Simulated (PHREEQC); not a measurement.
Dissolve 0.18 mol HF, 0.008 mol KF and 0.0014 mol H4SiO4 per kg of water at 29 °C. Closed to the air; pH follows from the charge balance.

Equilibrium calculation in PHREEQC: ion-association model, phreeqc.dat.

Question: The ionic strength comes out as 0.0214 mol/kgw. What activity coefficients do SiF6-2, HF2-, F-, H+, K+ get?

Answer: SiF6-2 0.57, HF2- 0.87, F- 0.86, H+ 0.89, K+ 0.86.

This is a speciation only: nothing precipitates in the calculation. Complexes and solids missing from the database can't appear. SiF6-2 is the database's only silicon fluoride.
